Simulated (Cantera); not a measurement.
A freely propagating, adiabatic, planar premixed flame of H₂ : O₂ : N₂ = 1 : 0.505 : 1.9 (molar parts), unburnt at 648 K and 1.40 bar; mixture-averaged transport, grid criteria slope 0.08 and curve 0.16, no radiation.

Detailed kinetics in Cantera: the H2/O2 subset of GRI-Mech 3.0, which has no nitrogen chemistry. Burning velocities carry a grid error of a few per cent, more on coarse grids.

x: mole fraction of selected species; z is measured from the peak of heat release.

```
z (mm)   T (K)  u (m/s)    x H₂    x O₂     x HO₂      x H       x O   x H₂O₂
-------  -----  -------  ------  ------  --------  -------  --------  -------
-0.948     648     8.69   0.294   0.148     <1e-8    <1e-8     <1e-8    <1e-8
-0.632     648     8.69   0.294   0.148     <1e-8    <1e-8     <1e-8    <1e-8
-0.474     648     8.69   0.294   0.148     <1e-8    <1e-8     <1e-8    <1e-8
-0.316     648     8.69   0.294   0.148       [?]      [?]     <1e-8    <1e-8
-0.158     658     8.79   0.291   0.149       [?]      [?]       [?]      [?]
-0.0790    831     10.9   0.262   0.145  0.000259  0.00498  0.000323  1.48e-5
0         1276     16.1   0.157   0.105  0.000117   0.0355   0.00579  7.09e-6
0.0790    1609     20.0  0.0681  0.0481   4.80e-5   0.0566    0.0129  3.35e-6
0.158     1768     21.8  0.0504  0.0325   2.84e-5   0.0525    0.0137  1.91e-6
0.316     1935     23.6  0.0472  0.0270   1.92e-5   0.0404    0.0119  1.02e-6
0.632     2104     25.4  0.0440  0.0229   1.28e-5   0.0283   0.00910  5.98e-7
1.26      2262     27.0  0.0387  0.0189   8.16e-6   0.0181   0.00631  4.04e-7
2.53      2397     28.3  0.0320  0.0152   5.37e-6   0.0108   0.00402  3.19e-7
```

Problem. Fill in the missing entries.

Solution. 
- -0.316, x HO₂: 4.09e-7
- -0.316, x H: 2.89e-8
- -0.158, x HO₂: 0.000209
- -0.158, x H: 0.000114
- -0.158, x O: 5.79e-6
- -0.158, x H₂O₂: 2.07e-6
